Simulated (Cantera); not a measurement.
**Counterflow diffusion flame**

A counterflow diffusion flame at 1.00 bar, nozzles 20 mm apart: fuel side 92.2 % CH4, 7.83 % CO at 525 K, oxidiser side 17.0 % O2, 83.0 % N2 at 748 K, fuel mass flux 1.1 times the oxidiser's; mixture-averaged transport, no radiation.

Cantera simulation using GRI-Mech 3.0 (53 species, 325 reactions); the numbers are that mechanism's predictions, not measurements. GRI-Mech 3.0 has no aromatics or soot, which form on the fuel side of real flames. The maximum strain rate includes the flame's own expansion and is several times the mean.

| oxidiser flux (kg/m²/s) | max strain (1/s) | mean strain (1/s) | T max (K) | peak x OH | peak x H | peak x NO | peak x CO | peak x C2H2 |
|---|---|---|---|---|---|---|---|---|
| 0.25 | 226 | 62.4 | 2061 | 0.00655 | 0.00397 | 0.000228 | 0.0792 | 0.0112 |
| 0.36 | 317 | 89.9 | 2045 | 0.00648 | 0.00414 | 0.000203 | 0.0792 | 0.0102 |
| 0.52 | 448 | 130 | 2030 | 0.00640 | 0.00433 | 0.000175 | 0.0792 | 0.00939 |
| 0.76 | 641 | 190 | 2010 | 0.00622 | 0.00446 | 0.000142 | 0.0792 | 0.00844 |
| 1.1 | 912 | 275 | 1985 | 0.00591 | 0.00449 | 0.000107 | 0.0792 | 0.00734 |
| 1.6 | 1310 | 400 | 1950 | 0.00541 | 0.00433 | 7.07e-5 | 0.0794 | 0.00592 |
| 2.3 | 1840 | 574 | 1898 | 0.00460 | 0.00383 | 3.63e-5 | 0.0794 | 0.00409 |
x: mole fraction; the columns are a selection and need not sum to one.
